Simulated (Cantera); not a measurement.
Charge: 1 mol C, 5.2 mol H2, 0.78 mol O2, at 1325 K and 1000000 Pa.

Cantera equilibrium calculation (NASA polynomials, part measured and part estimated; ideal gas, pure solids and liquids). Kinetics and transport are ignored.

```csv
species,before,after
H2,0.752,0.726
CO,0.150,0.156
H2O,0.0854,0.0854
H,4.48e-7,0.0285
OH,<1e-9,0.00101
CH4,0.00360,6.87e-8
O,<1e-9,2.46e-5
CO2,0.00913,0.00258
```
Gas species are given as mole fractions.

Question: Name the change that produced these shifts.
A. O2 from 0.78 to 0.018 mol
B. temperature from 1325 K to 2875 K
C. temperature from 1325 K to 2700 K
D. H2 from 5.2 to 7.4 mol

Answer: B, temperature from 1325 K to 2875 K
